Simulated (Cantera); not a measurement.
Input: 1 mol C6H6, 0.037 mol NH3, 3.9 mol H2, 0.037 mol H2O, at 2502 °C and 7.50 Torr.

Equilibrium computed with Cantera from the NASA thermochemical tables; the gas is ideal and each condensed phase is pure. Candidate condensed phases: C, C6H6, C7H8, C8H18, H2O; 136 gas species. The numbers say what is thermodynamically allowed, not how fast it happens.

Base state: H 0.510, H2 0.464, C2H2 (acetylene) 0.0142, CO 0.00389, C3 0.00231, HCN 0.00217, C2H 0.00189, N2 0.000590 (mole fractions); condensed: C(graphite).

Q: What changes in the equilibrium state with this change: H2O from 0.037 to 0.83 mol?

A: 
| species | before | after |
|---|---|---|
| H | 0.510 | 0.486 |
| H2 | 0.464 | 0.421 |
| CO | 0.00389 | 0.0724 |
| C2H2 (acetylene) | 0.0142 | 0.0129 |
| N2 | 0.000590 | 0.000464 |
| HCN | 0.00217 | 0.00184 |
| HNC | 0.000338 | 0.000286 |
| C(graphite), mol | 5.55 | 4.71 |
